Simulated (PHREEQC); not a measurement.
PHREEQC input (ion-association model, wateq4f.dat):

```
SOLUTION_MASTER_SPECIES
  An  An-  0  An  62.0  # stands for a non-complexing anion
SOLUTION_SPECIES
  An- = An-
    -log_k 0
    -gamma 3.0 0
PHASES
  Fix_H+
    H+ = H+
    -log_k 0
SOLUTION 1
  temp 25
  units mmol/kgw
  pH 7 charge
  F 0.044
  Na 5.044
  An 5
END
SELECTED_OUTPUT 1
  -reset false
  -pH true
  -pe true
  -ionic_strength true
  -water true
  -totals F Na
  -molalities Hfo_wOH Hfo_wOH2+ Hfo_wO- Hfo_sOH Hfo_sOH2+ Hfo_sO- Hfo_wF Hfo_wOHF-
USER_PUNCH 1
  -headings sigma psi
  10 PUNCH EDL("sigma", "Hfo"), EDL("psi", "Hfo")
PRINT
  -reset false
USE solution 1
SURFACE 1
  Hfo_wOH 0.000741573 600 0.33
  Hfo_sOH 1.85393e-05
EQUILIBRIUM_PHASES 1
  Fix_H+ -3 HAn 10
    -force_equality true
  O2(g) -0.68 10
END
# ... the last block is repeated for the other 16 points of pH, with NaOH or the acid as the point needs
```

Selected output (columns that matter, 17 of 17 rows; pH added in front):

```
pH	mu	F	Na	m_Hfo_wOH	m_Hfo_wOH2+	m_Hfo_wO-	m_Hfo_sOH	m_Hfo_sOH2+	m_Hfo_sO-	m_Hfo_wF	m_Hfo_wOHF-	sigma	psi
3	0.0064185	1.4985e-06	0.005044	0.00011287	0.0005857	4.9827e-07	2.9933e-06	1.5533e-05	1.3214e-08	3.2734e-05	9.7677e-06	0.288	0.21148
3.38	0.0057439	1.1693e-06	0.005044	0.00018997	0.00050714	1.6302e-06	5.0403e-06	1.3456e-05	4.3252e-08	2.7107e-05	1.5723e-05	0.24523	0.20607
3.75	0.0054418	1.2303e-06	0.005044	0.00026767	0.00042729	3.8412e-06	7.1012e-06	1.1336e-05	1.0191e-07	2.171e-05	2.106e-05	0.20158	0.1974
4.12	0.0052901	1.5883e-06	0.005044	0.00033862	0.0003531	7.439e-06	8.979e-06	9.3631e-06	1.9726e-07	1.7067e-05	2.5345e-05	0.16057	0.18645
4.5	0.0052048	2.3609e-06	0.005044	0.00039954	0.00028768	1.2712e-05	1.0583e-05	7.6198e-06	3.3671e-07	1.3216e-05	2.8423e-05	0.1237	0.17348
4.88	0.0051535	3.7999e-06	0.005044	0.00044716	0.00023469	1.9518e-05	1.182e-05	6.2035e-06	5.1592e-07	1.0176e-05	3.0024e-05	0.093002	0.15913
5.25	0.0051208	6.2653e-06	0.005044	0.00048204	0.00019442	2.738e-05	1.2697e-05	5.121e-06	7.212e-07	7.7972e-06	2.9937e-05	0.068958	0.14401
5.62	0.005098	1.0313e-05	0.005044	0.00050814	0.00016359	3.6159e-05	1.3308e-05	4.2843e-06	9.4698e-07	5.798e-06	2.7889e-05	0.050137	0.12791
6	0.0050814	1.6443e-05	0.005044	0.00052854	0.00013964	4.5828e-05	1.3724e-05	3.6259e-06	1.1899e-06	4.0165e-06	2.3541e-05	0.035435	0.11051
6.38	0.0050695	2.4026e-05	0.005044	0.00054415	0.00012172	5.5727e-05	1.398e-05	3.1273e-06	1.4317e-06	2.5211e-06	1.7452e-05	0.024484	0.092304
6.75	0.0050611	3.129e-05	0.005044	0.00055513	0.00010893	6.481e-05	1.412e-05	2.7707e-06	1.6485e-06	1.4294e-06	1.128e-05	0.01655	0.073783
7.12	0.0050548	3.692e-05	0.005044	0.00056214	9.9871e-05	7.2485e-05	1.4189e-05	2.5208e-06	1.8296e-06	7.2868e-07	6.3513e-06	0.010588	0.054447
7.5	0.00505	4.0515e-05	0.005044	0.00056608	9.3443e-05	7.8562e-05	1.4219e-05	2.3471e-06	1.9733e-06	3.3571e-07	3.1494e-06	0.0058997	0.033857
7.88	0.0050461	4.2398e-05	0.005044	0.00056795	8.8813e-05	8.3205e-05	1.423e-05	2.2251e-06	2.0846e-06	1.4694e-07	1.4552e-06	0.0020923	0.012768
8.25	0.0050464	4.3273e-05	0.0050479	0.00056869	8.5101e-05	8.7059e-05	1.4231e-05	2.1296e-06	2.1786e-06	6.406e-08	6.629e-07	-0.0013011	-0.0079896
8.62	0.0050531	4.3674e-05	0.0050583	0.0005688	8.1451e-05	9.0996e-05	1.4226e-05	2.0372e-06	2.2759e-06	2.7584e-08	2.9829e-07	-0.0049129	-0.028746
9	0.0050642	4.3857e-05	0.005074	0.00056836	7.7157e-05	9.5912e-05	1.4212e-05	1.9293e-06	2.3983e-06	1.1537e-08	1.3161e-07	-0.0094327	-0.049854
```

Species that the database lacks are ignored. The oxide is taken as insoluble; below pH 4 it would dissolve.
